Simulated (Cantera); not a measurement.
Feed: 1 mol SiH₂Cl₂, 0.11 mol H₂O, 0.54 mol H₂, at 1973 K and 73.0 Pa.

Cantera equilibrium calculation (NASA polynomials, part measured and part estimated; ideal gas, pure solids and liquids). Candidate condensed phases: H₂O, Si, SiO₂; 30 gas species. The tables' values for SiCl, SiCl₃ are old estimates; treat these amounts as uncertain. Gases not in the tables: Si₂H₆ and higher silanes. Equilibrium is a limit: real reactors are often held back by kinetics, nucleation or transport.

Base state: H₂ 0.438, SiCl₂ 0.224, HCl 0.199, Si 0.0432, SiO 0.0370, H 0.0331, SiCl 0.0119, Cl 0.0112 (mole fractions); condensed: Si(l).

Q: What changes in the equilibrium state with this change: temperature from 1973 K to 2075 K?

A: 
| species | before | after |
|---|---|---|
| H₂ | 0.438 | 0.373 |
| HCl | 0.199 | 0.227 |
| SiCl₂ | 0.224 | 0.177 |
| Si | 0.0432 | 0.0818 |
| Cl | 0.0112 | 0.0270 |
| H | 0.0331 | 0.0602 |
| SiCl | 0.0119 | 0.0172 |
| SiO | 0.0370 | 0.0345 |
| SiCl₃ | 0.000462 | 0.000317 |
| Si₂ | 0.000419 | 0.000591 |
| Si(l), mol | 0.0525 | 0 |

Q: What changes in the equilibrium state with this change: pressure from 73.0 Pa to 4.80 mbar?

A: 
```csv
species,before,after
H₂,0.438,0.473
SiCl₂,0.224,0.242
HCl,0.199,0.215
Si,0.0432,0.00657
H,0.0331,0.0134
Cl,0.0112,0.00455
SiCl,0.0119,0.00483
SiO,0.0370,0.0392
Si₂,0.000419,6.38e-5
Si₃,9.11e-5,1.39e-5
"Si(l), mol",0.0525,0.174
```

Q: What changes in the equilibrium state with this change: temperature from 1973 K to 1400 K?

A: 
```json
[
 {"species": "H₂", "before": "0.438", "after": "0.500"},
 {"species": "SiCl₂", "before": "0.224", "after": "0.245"},
 {"species": "HCl", "before": "0.199", "after": "0.204"},
 {"species": "Si", "before": "0.0432", "after": "1.13e-6"},
 {"species": "H", "before": "0.0331", "after": "0.000127"},
 {"species": "SiCl", "before": "0.0119", "after": "1.59e-5"},
 {"species": "Cl", "before": "0.0112", "after": "4.27e-5"},
 {"species": "SiO", "before": "0.0370", "after": "0.0401"},
 {"species": "Si₂", "before": "0.000419", "after": "<1e-9"},
 {"species": "Si₃", "before": "9.11e-5", "after": "<1e-9"},
 {"species": "SiH", "before": "0.000559", "after": "1.07e-7"},
 {"species": "Si(l), mol", "before": "0.0525", "after": "0"},
 {"species": "Si(s), mol", "before": "0", "after": "0.187"}
]
```
The tables' values for SiCl₃, SiCl are old estimates; treat these amounts as uncertain.
